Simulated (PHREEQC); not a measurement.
# Hard or scaling water (model solution)

Dissolve 0.003 mol CaCl2, 0.17 mol Na2SO4 and 1.2e-06 mol H4SiO4 per kg of water at 25 °C. Closed to the air; pH follows from the charge balance.

Equilibrium calculation in PHREEQC: ion-association model, phreeqc.dat.

Each row changes one thing in this solution. This is a speciation only: nothing precipitates in the calculation.

```csv
case,pH,ionic strength (mol/kgw),Na+ (mol/kgw),SO4-2 (mol/kgw),NaSO4- (mol/kgw),HSO4- (mol/kgw),SI of Quartz (SiO2)
as made,7.25,0.428,0.298,0.126,0.0423,2.07e-7,-1.89
diluted 10-fold with water,7.11,0.0491,0.0328,0.0157,0.00119,6.75e-8,-2.94
diluted 100-fold with water,7.02,0.00513,0.00338,0.00168,2.10e-5,1.24e-8,-3.94
CaCl2 left out,7.25,0.425,0.297,0.127,0.0427,2.09e-7,-1.89
H4SiO4 from 1.2e-06 to 1.8e-06 mol/kgw,7.25,0.428,0.298,0.126,0.0423,2.08e-7,-1.72
Na2SO4 from 0.17 to 0.187 mol/kgw,7.25,[?],0.325,[?],[?],2.14e-7,-1.89
Na2SO4 from 0.17 to 0.255 mol/kgw,[?],0.614,0.433,0.177,0.0765,2.36e-7,-1.87
CaCl2 from 0.003 to 0.015 mol/kgw,7.24,0.442,0.299,0.122,0.0405,2.02e-7,-1.89
```

### Question
Complete the blanks.

### Answer

- Na2SO4 from 0.17 to 0.187 mol/kgw, ionic strength (mol/kgw): 0.466
- Na2SO4 from 0.17 to 0.187 mol/kgw, SO4-2 (mol/kgw): 0.137
- Na2SO4 from 0.17 to 0.187 mol/kgw, NaSO4- (mol/kgw): 0.0486
- Na2SO4 from 0.17 to 0.255 mol/kgw, pH: 7.27

Species that the database lacks are ignored. Some of these states are supersaturated (in Gypsum, for instance).
